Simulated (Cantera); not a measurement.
Standard-state values (1 bar) from the NASA 1993 polynomials, evaluated with Cantera. Values are per mole of reaction as written; species without (g) are pure solids or liquids, kept so even where they would boil at 1 bar.

3 CaS + O3(g) ⇌ 3 S + 3 CaO

```csv
T (K),ΔH° (kJ),ΔS° (J/K),ΔG° (kJ),log10 K
523,-610.7,-157.5,-528.3,52.77
573,…,…,…,…
623,-604.8,-147.1,-513.1,43.02
673,…,…,…,…
723,-600.7,-141.0,-498.8,36.03
773,-598.9,-138.6,-491.8,33.23
823,-597.1,-136.3,-484.9,30.78
873,-595.0,-133.8,-478.1,28.61
923,-592.7,-131.3,-471.5,26.68
```

Question: Complete the blanks.

Answer: 
- 573, ΔH° (kJ): -607.5
- 573, ΔS° (J/K): -151.7
- 573, ΔG° (kJ): -520.6
- 573, log10 K: 47.46
- 673, ΔH° (kJ): -602.6
- 673, ΔS° (J/K): -143.7
- 673, ΔG° (kJ): -505.9
- 673, log10 K: 39.26
